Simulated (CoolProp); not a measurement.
Values from CoolProp's reference Helmholtz-energy equation of state, Wu 2011.

Task: For dimethyl ether, give the phase and the density (kg/m³), expansivity (1/kK), viscosity (µPa s) at 525 K and 26.7 MPa.

Result: 
- 525 K and 26.7 MPa: supercritical; density 380, expansivity 3.69, viscosity 41.2

Viscosity comes from a separate model (Meng 2012).
